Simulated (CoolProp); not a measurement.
Vapour-liquid equilibrium of toluene (1) + n-decane (2) at 20.25 °C; x and y are mole fractions of (1).

The numbers come from the multi-fluid Helmholtz-energy mixture model, Lemmon 2006 and Lemmon 2006; pair parameters Bell 2016 in CoolProp.

Task: Give the bubble pressure and the first vapour's composition at x = 0.05, 0.725, 0.95. Is there an azeotrope?

Result: x = 0.05: 0.3003 kPa, y = 0.588; x = 0.725: 2.296 kPa, y = 0.981; x = 0.95: 2.825 kPa, y = 0.996. No azeotrope shows between x = 0.05 and 0.95.

The pair parameters rest on a limited set of measurements; away from them the model extrapolates.
